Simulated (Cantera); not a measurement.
Charge: 1 mol Al(CH3)3, 6.2 mol N2O, 2 mol H2, held at 0.580 bar.

Equilibrium computed with Cantera from the NASA thermochemical tables; the gas is ideal and each condensed phase is pure. Candidate condensed phases: Al, AlN, Al2O3, C, C6H6, C7H8, C8H18, H2O; 148 gas species. The feed counts by its element totals alone. Gases not in the tables: Al(OH)3. The numbers say what is thermodynamically allowed, not how fast it happens. All values below are at 1473 K.

Base state: N2 0.395, H2 0.325, CO 0.172, H2O 0.0892, CO2 0.0191 (mole fractions); condensed: Al2O3(s).

Task: What changes in the equilibrium state with this change: H2 from 2 to 720 mol?

Result: 
| species | before | after |
|---|---|---|
| H2 | 0.325 | 0.985 |
| N2 | 0.395 | 0.00845 |
| CO | 0.172 | 0.00408 |
| CO2 | 0.0191 | 3.88e-6 |
| H2O | 0.0892 | 0.00232 |
| H | 9.47e-6 | 1.65e-5 |
| Al2O3(s), mol | 0.500 | 0.500 |
